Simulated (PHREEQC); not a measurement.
0.05 mol of Zn3(PO4)2:4w (Zn3(PO4)2:4H2O) is brought to equilibrium with 1 kg of water holding 0.03 mol/kgw NaCl, at 25 °C, the pH being set by adding NaOH or HCl. O2 is buffered at 0.21 atm. No CO2 enters from the air. Only these solids could form: Zn3(PO4)2:4w, Zincite(c), Zn5(OH)8Cl2.

All values are PHREEQC results (ion-association model, wateq4f.dat), not measurements.

Problem. Predict dissolved Zn (mol/kgw) at pH = 4.5, 7.

Solution. 
| pH | dissolved Zn (mol/kgw) |
|---|---|
| 4.5 | 0.0142 |
| 7 | 0.000162 |

H3PO4, which wateq4f.dat lacks, is added to it with the constant of phreeqc.dat. The database has no phosphate complexes of Zn.
